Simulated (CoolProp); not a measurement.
Vapour-liquid equilibrium of propane (1) + R152A (2) at 303.9 K; x and y are mole fractions of (1).

Computed with CoolProp (multi-fluid Helmholtz-energy mixture model, Lemmon 2009 and Outcalt 1996; pair parameters Bell 2016).

Give the bubble pressure and the first vapour's composition at x = 0.05, 0.35, 0.65. Is there an azeotrope?

x = 0.05: 0.8040 MPa, y = 0.146; x = 0.35: 1.139 MPa, y = 0.508; x = 0.65: 1.236 MPa, y = 0.671. y crosses x between x = 0.65 and 0.725: the model has an azeotrope there.

Pair parameters are fitted to limited data, so mixtures are less certain than the pure fluids.
